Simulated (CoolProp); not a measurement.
Sulfur dioxide along the isotherm 257.2 K: density (kg/m³) from the reference equation and from simpler models built on Tc = 430.6 K, pc = 7887 kPa, ω = 0.256; each cubic takes its own stable root.

Values from CoolProp's reference Helmholtz-energy equation of state, Gao 2016.

```json
[
 {"p (kPa)": "37.4", "phase": "gas", "reference": "1.133", "van der Waals": "1.126", "Redlich-Kwong": "1.128", "Soave-Redlich-Kwong": "1.129", "Peng-Robinson": "1.129"},
 {"p (kPa)": "56.4", "phase": "gas", "reference": "1.718", "van der Waals": "1.702", "Redlich-Kwong": "1.707", "Soave-Redlich-Kwong": "1.709", "Peng-Robinson": "1.710"},
 {"p (kPa)": "85.1", "phase": "liquid", "reference": "1477", "van der Waals": "2.577", "Redlich-Kwong": "2.589", "Soave-Redlich-Kwong": "1322", "Peng-Robinson": "1492"},
 {"p (kPa)": "128", "phase": "liquid", "reference": "1477", "van der Waals": "3.897", "Redlich-Kwong": "3.926", "Soave-Redlich-Kwong": "1322", "Peng-Robinson": "1492"},
 {"p (kPa)": "194", "phase": "liquid", "reference": "1477", "van der Waals": "5.958", "Redlich-Kwong": "1283", "Soave-Redlich-Kwong": "1322", "Peng-Robinson": "1492"},
 {"p (kPa)": "292", "phase": "liquid", "reference": "1477", "van der Waals": "9.087", "Redlich-Kwong": "1283", "Soave-Redlich-Kwong": "1323", "Peng-Robinson": "1492"},
 {"p (kPa)": "441", "phase": "liquid", "reference": "1478", "van der Waals": "14.02", "Redlich-Kwong": "1284", "Soave-Redlich-Kwong": "1323", "Peng-Robinson": "1493"},
 {"p (kPa)": "665", "phase": "liquid", "reference": "1478", "van der Waals": "21.89", "Redlich-Kwong": "1284", "Soave-Redlich-Kwong": "1323", "Peng-Robinson": "1493"},
 {"p (kPa)": "1000", "phase": "liquid", "reference": "1478", "van der Waals": "872.4", "Redlich-Kwong": "1285", "Soave-Redlich-Kwong": "1324", "Peng-Robinson": "1493"},
 {"p (kPa)": "1510", "phase": "liquid", "reference": "1479", "van der Waals": "873.8", "Redlich-Kwong": "1286", "Soave-Redlich-Kwong": "1324", "Peng-Robinson": "1494"},
 {"p (kPa)": "2280", "phase": "liquid", "reference": "1480", "van der Waals": "875.9", "Redlich-Kwong": "1287", "Soave-Redlich-Kwong": "1325", "Peng-Robinson": "1495"},
 {"p (kPa)": "3450", "phase": "liquid", "reference": "1482", "van der Waals": "879.0", "Redlich-Kwong": "1290", "Soave-Redlich-Kwong": "1327", "Peng-Robinson": "1497"},
 {"p (kPa)": "5200", "phase": "liquid", "reference": "1484", "van der Waals": "883.4", "Redlich-Kwong": "1293", "Soave-Redlich-Kwong": "1330", "Peng-Robinson": "1499"},
 {"p (kPa)": "7840", "phase": "liquid", "reference": "1488", "van der Waals": "889.5", "Redlich-Kwong": "1298", "Soave-Redlich-Kwong": "1333", "Peng-Robinson": "1502"},
 {"p (kPa)": "11800", "phase": "liquid", "reference": "1494", "van der Waals": "898.0", "Redlich-Kwong": "1305", "Soave-Redlich-Kwong": "1338", "Peng-Robinson": "1507"}
]
```

At some of these states van der Waals, Redlich-Kwong gives the other phase, because its saturation line lies elsewhere.
